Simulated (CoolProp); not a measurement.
Saturated liquid density (kg/m³) of carbon monoxide: the reference equation beside estimates from Tc = -140.3 °C, pc = 3.498 MPa, ω = 0.050.

Model: reference Helmholtz-energy equation of state, Lemmon 2006, in CoolProp. It is a short technical equation, of lower accuracy than the large ones.

| T (°C) | reference | van der Waals | Redlich-Kwong | Soave-Redlich-Kwong | Peng-Robinson |
|---|---|---|---|---|---|
| -172.45 | 701.7 | 479.2 | 685.6 | 686.0 | 777.4 |
| -169.55 | 685.7 | 468.0 | 665.6 | 666.6 | 755.6 |
| -166.75 | 669.5 | 456.7 | 645.1 | 646.7 | 733.1 |
| -163.95 | 652.5 | 444.7 | 623.5 | 625.5 | 709.0 |
| -161.05 | (withheld) | 431.4 | 599.6 | (withheld) | 682.2 |
| -158.25 | 614.3 | 417.7 | 574.9 | (withheld) | 654.1 |
| -155.45 | 593.4 | 402.8 | 548.1 | 551.2 | 623.4 |
| -152.55 | 569.4 | (withheld) | 517.8 | 521.0 | (withheld) |
| -149.75 | 543.3 | 367.3 | 485.1 | 488.2 | 549.8 |
| -146.95 | 512.7 | 345.9 | 447.5 | 450.4 | (withheld) |
| -144.05 | 472.3 | 318.2 | (withheld) | 402.2 | 448.3 |

Fill in the missing entries.


- -161.05, reference: 633.7
- -161.05, Soave-Redlich-Kwong: 602.1
- -158.25, Soave-Redlich-Kwong: 577.7
- -152.55, van der Waals: 385.8
- -152.55, Peng-Robinson: 588.1
- -146.95, Peng-Robinson: 505.3
- -144.05, Redlich-Kwong: 399.8

Absolute difference from the reference over all 11 rows, mean and median: van der Waals 32.1 and 32.0 %, Redlich-Kwong 7.3 and 6.4 %, Soave-Redlich-Kwong 6.9 and 6.0 %, Peng-Robinson 6.3 and 6.5 %.
